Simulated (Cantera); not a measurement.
An isothermal, constant-pressure homogeneous reactor starts with H₂ : O₂ = 0.097 : 1 (molar parts), at 1325 K and 160 Pa. Integrator tolerance rtol = 1e-08.

Cantera simulation using the H2/O2 subset of GRI-Mech 3.0, which has no nitrogen chemistry; the numbers are that mechanism's predictions, not measurements. Radical loss at walls, strong at low pressure, is not modelled. The temperature is held fixed by assumption; the heat of reaction is taken as removed at once.

Question: What does this change do: 0.069 parts H2O added?

Answer: 
| quantity | before | after |
|---|---|---|
| x(H₂) at 200 s | 1.30e-6 (gas-phase equilibrium 3.28e-7) | 1.32e-6 (gas-phase equilibrium 5.43e-7) |
| x(O₂) at 200 s | 0.907 (gas-phase equilibrium 0.907) | 0.851 (gas-phase equilibrium 0.851) |
| x(O) at 200 s | 2.62e-5 (gas-phase equilibrium 6.60e-6) | 1.55e-5 (gas-phase equilibrium 6.40e-6) |
| x(H₂O₂) at 200 s | 4.96e-10 (gas-phase equilibrium 2.33e-10) | 5.58e-10 (gas-phase equilibrium 3.63e-10) |
| x(OH) at 200 s | 0.000193 (gas-phase equilibrium 9.70e-5) | 0.000188 (gas-phase equilibrium 0.000121) |
| x(HO₂) at 200 s | 1.71e-8 (gas-phase equilibrium 2.72e-8) | 2.37e-8 (gas-phase equilibrium 3.29e-8) |
| x(H) at 200 s | 1.86e-7 (gas-phase equilibrium 2.36e-8) | 1.15e-7 (gas-phase equilibrium 3.03e-8) |

Question: What does this change do: H2 0.097 to 0.37 parts?

Answer: 
| quantity | before | after |
|---|---|---|
| x(H₂) at 200 s | 1.30e-6 (gas-phase equilibrium 3.28e-7) | 1.77e-6 (gas-phase equilibrium 1.27e-6) |
| x(O₂) at 200 s | 0.907 (gas-phase equilibrium 0.907) | 0.688 (gas-phase equilibrium 0.688) |
| x(O) at 200 s | 2.62e-5 (gas-phase equilibrium 6.60e-6) | 8.01e-6 (gas-phase equilibrium 5.75e-6) |
| x(H₂O₂) at 200 s | 4.96e-10 (gas-phase equilibrium 2.33e-10) | 7.92e-10 (gas-phase equilibrium 6.85e-10) |
| x(OH) at 200 s | 0.000193 (gas-phase equilibrium 9.70e-5) | 0.000196 (gas-phase equilibrium 0.000166) |
| x(HO₂) at 200 s | 1.71e-8 (gas-phase equilibrium 2.72e-8) | 3.59e-8 (gas-phase equilibrium 4.07e-8) |
| x(H) at 200 s | 1.86e-7 (gas-phase equilibrium 2.36e-8) | 7.63e-8 (gas-phase equilibrium 4.64e-8) |
